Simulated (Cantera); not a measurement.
Reactions in the system Ca-O-S

Source: NASA polynomial tables (part measured, part estimated), evaluated in Cantera. Values are per mole of reaction as written; species without (g) are pure solids or liquids, kept so even where they would boil at 1 bar.

3 Ca(g) + 3 SO₂(g) = 3 CaS + 2 O₃(g)

```json
[
 {"T (K)": "548", "ΔH° (kJ)": "-768.3", "ΔS° (J/K)": "-535.7", "ΔG° (kJ)": "-474.7", "log10 K": "45.25"},
 {"T (K)": "748", "ΔH° (kJ)": "-759.0", "ΔS° (J/K)": "-521.3", "ΔG° (kJ)": "-369.1", "log10 K": "25.78"},
 {"T (K)": "948", "ΔH° (kJ)": "-749.6", "ΔS° (J/K)": "-510.1", "ΔG° (kJ)": "-266.0", "log10 K": "14.66"},
 {"T (K)": "1148", "ΔH° (kJ)": "-740.1", "ΔS° (J/K)": "-501.0", "ΔG° (kJ)": "-164.9", "log10 K": "7.50"},
 {"T (K)": "1348", "ΔH° (kJ)": "-730.6", "ΔS° (J/K)": "-493.4", "ΔG° (kJ)": "-65.5", "log10 K": "2.54"},
 {"T (K)": "1548", "ΔH° (kJ)": "-720.3", "ΔS° (J/K)": "-486.3", "ΔG° (kJ)": "32.4", "log10 K": "-1.09"},
 {"T (K)": "1748", "ΔH° (kJ)": "-708.8", "ΔS° (J/K)": "-479.3", "ΔG° (kJ)": "129.0", "log10 K": "-3.85"},
 {"T (K)": "1948", "ΔH° (kJ)": "-695.5", "ΔS° (J/K)": "-472.1", "ΔG° (kJ)": "224.1", "log10 K": "-6.01"},
 {"T (K)": "2148", "ΔH° (kJ)": "-680.2", "ΔS° (J/K)": "-464.6", "ΔG° (kJ)": "317.8", "log10 K": "-7.73"}
]
```

CaS + O₂(g) = SO₂(g) + Ca

| T (K) | ΔH° (kJ) | ΔS° (J/K) | ΔG° (kJ) | log10 K | condensed phases |
|---|---|---|---|---|---|
| 548 | 174.3 | 23.8 | 161.3 | -15.37 | CaS(s), Ca(s) |
| 748 | 174.6 | 24.0 | 156.6 | -10.94 | CaS(s), Ca(s) |
| 948 | 173.8 | 23.1 | 151.9 | -8.37 | CaS(s), Ca(s) |
| 1148 | 182.2 | 30.7 | 147.0 | -6.69 | CaS(s), Ca(l) |
| 1348 | 182.9 | 31.1 | 140.9 | -5.46 | CaS(s), Ca(l) |
| 1548 | 183.4 | 31.5 | 134.6 | -4.54 | CaS(s), Ca(l) |
| 1748 | 183.7 | 31.7 | 128.3 | -3.83 | CaS(s), Ca(l) |
| 1948 | 184.0 | 31.8 | 121.9 | -3.27 | CaS(s), Ca(l) |
| 2148 | 184.0 | 31.9 | 115.5 | -2.81 | CaS(s), Ca(l) |

3 O₂(g) + 2 CaS = 2 SO₃(g) + 2 Ca

```tsv
T (K)	ΔH° (kJ)	ΔS° (J/K)	ΔG° (kJ)	log10 K	condensed phases
548	150.5	-141.4	228.1	-21.74	CaS(s), Ca(s)
748	152.0	-139.5	256.4	-17.90	CaS(s), Ca(s)
948	151.9	-139.6	284.3	-15.66	CaS(s), Ca(s)
1148	170.4	-123.0	311.6	-14.18	CaS(s), Ca(l)
1348	173.4	-120.6	336.0	-13.02	CaS(s), Ca(l)
1548	176.1	-118.7	359.9	-12.14	CaS(s), Ca(l)
1748	178.6	-117.2	383.5	-11.46	CaS(s), Ca(l)
1948	180.7	-116.1	406.8	-10.91	CaS(s), Ca(l)
2148	182.4	-115.2	430.0	-10.46	CaS(s), Ca(l)
```
